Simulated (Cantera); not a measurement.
A Cantera script and its output.

```python
import numpy as np
import cantera as ct

gas = ct.Solution("gri30.yaml")


def delay(T, t_max=10):
    gas.TPX = T, 500000, {'CH4': 1, 'O2': 4.88, 'N2': 21.5}
    reactor = ct.IdealGasConstPressureReactor(gas, clone=False)
    net = ct.ReactorNet([reactor])
    net.rtol, net.atol = 1e-8, 1e-16
    while net.time < t_max:
        t_old, T_old = net.time, reactor.T
        net.step()
        if reactor.T > T + 400:  # ignition: a rise of 400 K
            return t_old + (T + 400 - T_old) / (reactor.T - T_old) * (net.time - t_old)
    return np.nan


taus = []
for T in [1075, 1175, 1275, 1375, 1475, 1575, 1675, 1775]:
    taus.append(delay(T))
    print(f"T0 = {T:6g} K   tau = {taus[-1]:.4e} s")
```

Result:

```
T0 =   1075 K   tau = 4.3756e-02 s
T0 =   1175 K   tau = 1.0498e-02 s
T0 =   1275 K   tau = 2.9743e-03 s
T0 =   1375 K   tau = 9.5976e-04 s
T0 =   1475 K   tau = 3.4986e-04 s
T0 =   1575 K   tau = 1.4389e-04 s
T0 =   1675 K   tau = 6.6563e-05 s
T0 =   1775 K   tau = 3.4391e-05 s
```

Detailed kinetics in Cantera: GRI-Mech 3.0 (53 species, 325 reactions).
